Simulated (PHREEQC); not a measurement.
Consider water at 25 °C with 0.16 mol/kgw KHSO4. Closed to the air; pH follows from the charge balance.

Computed with PHREEQC (ion-association model, phreeqc.dat).

Each row changes one thing in this solution. This is a speciation only: nothing precipitates in the calculation.

| case | pH | ionic strength (mol/kgw) | HSO4- (mol/kgw) | SO4-2 (mol/kgw) |
|---|---|---|---|---|
| as made | 1.29 | 0.265 | 0.0942 | 0.0524 |
| KHSO4 from 0.16 to 0.8 mol/kgw | 0.71 | 1.11 | 0.538 | 0.158 |
| KHSO4 replaced by CdSO4 at the same molality | 5.87 | 0.283 | 2.00e-6 | 0.0432 |
| temperature from 25 to 65 °C | 1.43 | 0.225 | 0.112 | 0.0327 |
| KHSO4 from 0.16 to 0.176 mol/kgw | 1.25 | 0.288 | 0.105 | 0.0558 |

The ionic strength passes 0.7 mol/kgw, the rough limit of the ion-association models, in KHSO4 from 0.16 to 0.8 mol/kgw. Away from 25 °C the constants follow the database's enthalpies or fits; those with neither stay at their 25 °C values.
